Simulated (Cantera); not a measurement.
What does this Cantera script print?

```python
import numpy as np
import cantera as ct

gas_names = """
    AL ALCL ALCL2 ALCL3 ALN ALO ALOCL ALO2 AL2 AL2CL6 AL2O AL2O2 CL CLO CL2 N NO NO2 NO3 N2 N2O O O2 O3
""".split()
cond_names = """
    AL(cr) AL(L) ALCL3(s) ALCL3(L) ALN(s) AL2O3(a) AL2O3(L)
""".split()


# ... load() reads the species with a 1 bar reference pressure and builds the phases ...
atoms = {
    'AlN': {'AL': 1, 'N': 1},
    'O2': {'O': 2},
    'Cl2': {'CL': 2},
}
top_T = {'ALN(s)': 2750}  # K; cautious upper limits of use, not melting points


# ... equilibrate(T, P, feed) seeds the gas with the atoms and calls Mixture.equilibrate('TP', solver="vcs", rtol=1e-11, max_steps=5000) ...
results = []
feed = {'AlN': 1, 'O2': 2.4, 'Cl2': 0.0082}  # mol
P = 600  # Pa
for T in [898, 973, 1048, 1123, 1198, 1273, 1348, 1423, 1498, 1573]:
    mix = equilibrate(T, P, feed)
    results.append((T, P, feed, dict(zip(mix.species_names, mix.species_moles))))

top = {s: max(r[3][s] / sum(r[3][g] for g in gas_names) for r in results) for s in gas_names}
cols = sorted((s for s in top if top[s] > 1e-06), key=lambda s: -top[s])[:8]
seen = [c for c in cond_names if any(r[3].get(c, 0) > 1e-12 for r in results)]
print("log10 of partial pressures in bar; condensed amounts in mol")
print(f"{'T/K':>10s}" + "".join(f"{s[:9]:>10s}" for s in cols + seen))
for T, P, feed, n in results:
    ng = sum(n[g] for g in gas_names)
    print(f"{T:10.4g}" + "".join(f"{np.log10(max(n[s] / ng * P / 1e5, 1e-99)):10.3f}" for s in cols)
          + "".join(f"{n.get(c, 0):10.4g}" for c in seen))
```

Output:

```
log10 of partial pressures in bar; condensed amounts in mol
       T/K        O2        N2        CL       CL2        NO         O       CLO       NO2  AL2O3(a)
       898    -2.338    -2.857    -6.470    -4.645    -7.254   -12.471    -8.712    -9.008       0.5
       973    -2.339    -2.857    -5.918    -4.654    -6.844   -11.339    -8.261    -8.858       0.5
      1048    -2.339    -2.857    -5.452    -4.677    -6.493   -10.368    -7.881    -8.730       0.5
      1123    -2.339    -2.857    -5.065    -4.734    -6.189    -9.526    -7.571    -8.618       0.5
      1198    -2.339    -2.858    -4.761    -4.852    -5.923    -8.789    -7.333    -8.520       0.5
      1273    -2.340    -2.858    -4.548    -5.069    -5.689    -8.138    -7.180    -8.434       0.5
      1348    -2.340    -2.859    -4.427    -5.400    -5.480    -7.559    -7.113    -8.357       0.5
      1423    -2.340    -2.859    -4.374    -5.808    -5.294    -7.041    -7.109    -8.287       0.5
      1498    -2.340    -2.860    -4.355    -6.231    -5.126    -6.574    -7.133    -8.224       0.5
      1573    -2.341    -2.860    -4.348    -6.636    -4.974    -6.151    -7.166    -8.167       0.5
```

Equilibrium computed with Cantera from the NASA thermochemical tables; the gas is ideal and each condensed phase is pure. Condensed phases not in the tables: AlOCl.
